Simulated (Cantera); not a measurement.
## CaCO3 + C + H2O (calcination and drying)

Feed: 1 mol CaCO3, 0.19 mol C, 0.085 mol H2O, held at 1.60 mbar.

Cantera equilibrium calculation (NASA polynomials, part measured and part estimated; ideal gas, pure solids and liquids). Candidate condensed phases: C, C6H6, C7H8, C8H18, Ca, CaCO3, CaO, Ca(OH)2, H2O; 115 gas species. The numbers say what is thermodynamically allowed, not how fast it happens.

```
T (K)  log p CO2  log p CO  log p H2  log p H2O  log p CH4  log p H  n C(graphite)  n CaCO3(calcite)  n CaO(s)
-----  ---------  --------  --------  ---------  ---------  -------  -------------  ----------------  --------
648        -3.40     -4.02     -3.07      -3.65      -4.70     <-14          0.151              1.00         0
698        -3.50     -3.57     -3.05      -3.96      -5.15     <-14          0.140              1.00         0
748        -3.78     -3.28     -3.07      -4.36      -5.61   -14.07          0.125              1.00         0
798        -3.54     -2.99     -3.57      -4.74      -7.42   -13.36              0             0.804     0.196
848        -2.97     -3.38     -4.23      -4.32     -11.09   -12.84              0                 0      1.00
898        -2.97     -3.37     -4.29      -4.26     -12.08   -12.11              0                 0      1.00
948        -2.97     -3.36     -4.34      -4.21     -12.97   -11.45              0                 0      1.00
998        -2.98     -3.36     -4.40      -4.18     -13.78   -10.87              0                 0      1.00
1048       -2.98     -3.36     -4.45      -4.15     -14.52   -10.34              0                 0      1.00
1098       -2.98     -3.35     -4.50      -4.12       <-14    -9.86              0                 0      1.00
1148       -2.98     -3.35     -4.55      -4.11       <-14    -9.42              0                 0      1.00
1198       -2.98     -3.35     -4.59      -4.09       <-14    -9.02              0                 0      1.00
1248       -2.98     -3.34     -4.63      -4.08       <-14    -8.65              0                 0      1.00
1298       -2.98     -3.34     -4.67      -4.07       <-14    -8.31              0                 0      1.00
```
log p: log10 of the partial pressure in bar; n: condensed amount in mol.

From 648 K to 748 K the condensed part is C(graphite) + CaCO3(calcite). At 798 K the condensed part is CaCO3(calcite) + CaO(s). From 848 K to 1298 K the condensed part is CaO(s).
